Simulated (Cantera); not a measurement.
A perfectly stirred reactor is fed with CO : H2 : O2 : N2 = 1 : 0.15 : 0.701 : 7.01 (molar parts), equivalence ratio 0.82, at 760 Torr; it is adiabatic with a 650 K inlet, and is followed from long to short residence time, starting on the burning branch (τ in s: 0.19, 0.075, 0.03, 0.012, 0.0049, 0.002, 0.00079, 0.00032, 0.00013, 5.2e-05).

Computed with Cantera and GRI-Mech 3.0 (53 species, 325 reactions).

Problem. What does this change do: 0.54 parts H2O added?

Solution. 
| quantity | before | after |
|---|---|---|
| blow-out, bracketed by the residence times tried | burning at 0.790 ms, out at 0.320 ms | burning at 0.790 ms, out at 0.320 ms |
| x(CO) at τ = 0.190 s | 0.00351 | 0.00151 |
| x(H2) at τ = 0.190 s | 0.000145 | 0.000273 |
| x(O2) at τ = 0.190 s | 0.0167 | 0.0149 |
| x(OH) at τ = 0.190 s | 0.000554 | 0.000645 |
| x(H2O) at τ = 0.190 s | 0.0176 | 0.0775 |
| x(CO) at τ = 2.00 ms | 0.0263 | 0.0169 |
| x(H2) at τ = 2.00 ms | 0.001000 | 0.00241 |
| x(O2) at τ = 2.00 ms | 0.0274 | 0.0231 |
| x(OH) at τ = 2.00 ms | 0.00112 | 0.00166 |
| x(H2O) at τ = 2.00 ms | 0.0149 | 0.0730 |
